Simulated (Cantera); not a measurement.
An adiabatic, constant-volume homogeneous reactor starts with 18.3 % CH3OH, 17.2 % O2, 64.5 % N2, at 1725 K and 100000 Pa.

Computed with Cantera and GRI-Mech 3.0 (53 species, 325 reactions). GRI-Mech 3.0 was tuned for natural gas; its chemistry of methanol as a main component is partial and can be far from experiment.

x: mole fraction; the columns are a selection and need not sum to one.

| t (s) | T (K) | P (bar) | x CH3OH | x O2 | x CH3 | x CH2 | x CH2CO | x H2 |
|---|---|---|---|---|---|---|---|---|
| 1.00e-6 | 1725 | 1.00 | 0.183 | 0.172 | 6.02e-5 | 2.51e-6 | 1.93e-11 | 0.000106 |
| 3.84e-6 | 1725 | 1.00 | 0.181 | 0.171 | 0.000144 | 2.50e-6 | 5.48e-10 | 0.000562 |
| 1.48e-5 | 1748 | 1.02 | … | 0.162 | … | … | … | … |
| 5.67e-5 | 2856 | 2.07 | <1e-12 | 0.00729 | 1.54e-12 | 1.13e-12 | <1e-12 | 0.0746 |
| 0.000218 | 2965 | 2.13 | <1e-12 | 0.00531 | 3.56e-12 | 2.71e-12 | <1e-12 | 0.0741 |
| 0.000837 | 2958 | 2.13 | <1e-12 | 0.00489 | 3.68e-12 | 2.71e-12 | <1e-12 | 0.0751 |
| 0.00321 | 2957 | 2.13 | <1e-12 | 0.00487 | 3.69e-12 | 2.71e-12 | <1e-12 | 0.0752 |
| 0.0123 | 2957 | 2.13 | <1e-12 | 0.00487 | 3.69e-12 | 2.71e-12 | <1e-12 | 0.0752 |
| 0.0474 | 2957 | 2.13 | <1e-12 | 0.00487 | 3.69e-12 | 2.71e-12 | <1e-12 | 0.0752 |
| 0.182 | 2957 | 2.13 | <1e-12 | 0.00487 | 3.69e-12 | 2.71e-12 | <1e-12 | 0.0752 |
| 0.700 | 2957 | 2.13 | <1e-12 | 0.00487 | 3.69e-12 | 2.71e-12 | <1e-12 | 0.0752 |

Problem. Some entries are withheld; supply them.

Solution. 
- 1.48e-5, x CH3OH: 0.166
- 1.48e-5, x CH3: 9.23e-5
- 1.48e-5, x CH2: 3.17e-6
- 1.48e-5, x CH2CO: 6.47e-8
- 1.48e-5, x H2: 0.00606
